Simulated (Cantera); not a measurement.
A closed system holds: 1 mol TEOS, 0.17 mol O2, held at 1425 K and 0.0133 bar.

Equilibrium computed with Cantera from the NASA thermochemical tables; the gas is ideal and each condensed phase is pure. Candidate condensed phases: C, C6H6, C7H8, C8H18, H2O, Si, SiC, SiO2; 123 gas species. The feed counts by its element totals alone. Kinetics and transport are ignored.

Base state: H2 0.697, CO 0.302, SiO 0.000425, H 4.93e-5, CH4 2.44e-5 (mole fractions); condensed: C(graphite) + SiC(s).

**Question.** What changes in the equilibrium state with this change: O2 from 0.17 to 11 mol?

**Answer.** 
```tsv
species	before	after
H2O	8.53e-6	0.514
CO2	1.63e-6	0.375
CO	0.302	0.0693
H2	0.697	0.0418
SiO	0.000425	1.06e-9
CH4	2.44e-5	<1e-9
H	4.93e-5	1.21e-5
C(graphite), mol	2.67	0
SiC(s), mol	0.994	0
SiO2(β-quartz), mol	0	1.00
```
The tables hold silica as quartz up to 1696 K and as liquid above; real silica turns to tridymite and cristobalite and melts near 1996 K.
